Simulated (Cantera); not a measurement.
Mixture: C3H8 : O2 : N2 = 1 : 10.2 : 46.9 (molar parts), equivalence ratio 0.49, at 800000 Pa, adiabatic and at constant volume. Ignition delay is the time to a rise of 400 K.

Detailed kinetics in Cantera: GRI-Mech 3.0 (53 species, 325 reactions). GRI-Mech 3.0 was tuned for natural gas; its chemistry of propane as a main component is partial and can be far from experiment.

```json
[
 {"quantity": "delay at 1198 K", "before": "1.97 ms", "after": "0.924 ms"},
 {"quantity": "delay at 1298 K", "before": "0.346 ms", "after": "0.188 ms"},
 {"quantity": "delay at 1398 K", "before": "78.0 µs", "after": "45.5 µs"},
 {"quantity": "delay at 1498 K", "before": "23.4 µs", "after": "13.8 µs"},
 {"quantity": "apparent activation energy between 1448 and 1548 K", "before": "200 kJ/mol", "after": "200 kJ/mol"}
]
```

Task: What was changed between the two runs?
A. N2 46.9 to 65 parts
B. C3H8 1 to 1.7 parts
C. constant pressure in place of constant volume
D. pressure from 800000 Pa to 2200000 Pa

Result: D, pressure from 800000 Pa to 2200000 Pa
